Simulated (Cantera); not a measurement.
## Equilibrium for chemical vapour transport: MgO + HI

Input: 1 mol MgO, 0.88 mol HI, equilibrated at 1900 Pa.

These are equilibrium values from Cantera (NASA tables, ideal gas, pure condensed phases), not measurements of a reactor. Candidate condensed phases: H₂O, I₂, Mg, MgI₂, MgO, Mg(OH)₂; 20 gas species. Rates play no part.

From 1423 K to 1723 K the condensed part is MgO(s). The main Mg-bearing gas is MgI₂ throughout.

```
T (K)  log p I  log p H₂  log p HI  log p H₂O  log p MgI₂  log p I₂  n MgO(s)
-----  -------  --------  --------  ---------  ----------  --------  --------
1423     -2.00     -2.29     -2.47      -3.60       -3.61     -3.90     0.984
1448     -1.99     -2.29     -2.51      -3.60       -3.60     -3.97     0.984
1473     -1.99     -2.28     -2.55      -3.60       -3.60     -4.05     0.984
1498     -1.98     -2.27     -2.59      -3.60       -3.60     -4.13     0.984
1523     -1.97     -2.27     -2.63      -3.60       -3.61     -4.20     0.984
1548     -1.97     -2.26     -2.67      -3.60       -3.61     -4.28     0.984
1573     -1.96     -2.26     -2.71      -3.61       -3.61     -4.35     0.984
1598     -1.96     -2.25     -2.74      -3.61       -3.62     -4.42     0.984
1623     -1.95     -2.25     -2.78      -3.61       -3.62     -4.49     0.984
1648     -1.95     -2.25     -2.82      -3.61       -3.63     -4.56     0.984
1673     -1.94     -2.24     -2.85      -3.61       -3.64     -4.63     0.984
1698     -1.94     -2.24     -2.89      -3.61       -3.65     -4.69     0.984
1723     -1.94     -2.24     -2.92      -3.61       -3.66     -4.76     0.984
```
log p: log10 of the partial pressure in bar; n: condensed amount in mol.
